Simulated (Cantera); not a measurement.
A freely propagating, adiabatic, planar premixed flame of H₂ : O₂ : N₂ = 1 : 0.192 : 0.723 (molar parts), unburnt at 323 K and 0.340 bar; mixture-averaged transport, grid criteria slope 0.08 and curve 0.16, no radiation.

Model: the H2/O2 subset of GRI-Mech 3.0, which has no nitrogen chemistry, integrated in Cantera. Burning velocities carry a grid error of a few per cent, more on coarse grids.

x: mole fraction of selected species; z is measured from the peak of heat release.

```
z (mm)  T (K)  u (m/s)   x H₂        x O₂         x O      x OH      x H₂O₂     x H₂O
------  -----  -------  -----  ----------  ----------  --------  ----------  --------
-4.49     323     2.70  0.522       0.100       <1e-8     <1e-8       <1e-8     <1e-8
-2.99     323     2.70  0.522       0.100       <1e-8     <1e-8       <1e-8     <1e-8
-2.24     323     2.70  0.522       0.100       <1e-8     <1e-8       <1e-8     <1e-8
-1.50     323     2.70  0.522       0.100       <1e-8     <1e-8       <1e-8   6.27e-8
-0.748    348     2.89  0.518       0.101     2.35e-6   2.45e-5     1.17e-5  0.000495
-0.374    621     5.01  0.487      0.0941    0.000123  0.000495     3.68e-5    0.0216
0         988     7.77  0.413      0.0678     0.00116  0.000621     9.18e-7    0.0824
0.374    1234     9.67  0.336      0.0229     0.00160   0.00116     1.73e-7     0.169
0.748    1343     10.5  0.311     0.00424    0.000592   0.00103     7.73e-8     0.205
1.50     1435     11.2  0.311    0.000216    0.000221   0.00107     5.75e-8     0.214
2.99     1528     11.8  0.320  (withheld)  (withheld)   0.00117  (withheld)     0.215
5.98     1621     12.5  0.329  (withheld)  (withheld)   0.00115  (withheld)     0.217
12.0     1704     13.0  0.337     2.06e-5     7.04e-5   0.00100     2.08e-8     0.219
```

### Question
Some entries are withheld; supply them.

### Answer

- 2.99, x O₂: 5.45e-5
- 2.99, x O: 0.000173
- 2.99, x H₂O₂: 5.08e-8
- 5.98, x O₂: 3.63e-5
- 5.98, x O: 0.000121
- 5.98, x H₂O₂: 3.61e-8
